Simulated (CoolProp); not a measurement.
n-octane along the isobar 21.3 bar: fugacity coefficient from the reference equation and from simpler models built on Tc = 568.7 K, pc = 24.84 bar, ω = 0.398; each cubic takes its own stable root.

The numbers come from the reference Helmholtz-energy equation of state, Beckmüller 2019 in CoolProp.

```tsv
T (K)	phase	reference
358.6	liquid	0.01481
372	liquid	0.02317
385.3	liquid	0.03472
398.6	liquid	0.05022
412	liquid	0.07052
425.3	liquid	0.09598
438.6	liquid	0.1273
452	liquid	0.1652
465.3	liquid	0.2094
478.6	liquid	0.2604
491.9	liquid	0.3179
505.3	liquid	0.3821
518.6	liquid	0.4515
531.9	liquid	0.5256
545.3	liquid	0.6034
```

How far does each simpler model (van der Waals, Redlich-Kwong, Soave-Redlich-Kwong, Peng-Robinson) lie from the reference over these 15 states: mean and median of the absolute difference, and the worst?


- van der Waals: mean 241.8 %, median 138.3 %, worst +889.2 % at 358.6 K and 21.3 bar
- Redlich-Kwong: mean 72.7 %, median 56.2 %, worst +195.9 % at 358.6 K and 21.3 bar
- Soave-Redlich-Kwong: mean 3.6 %, median 3.9 %, worst +4.6 % at 491.9 K and 21.3 bar
- Peng-Robinson: mean 1.1 %, median 1.1 %, worst +1.7 % at 358.6 K and 21.3 bar
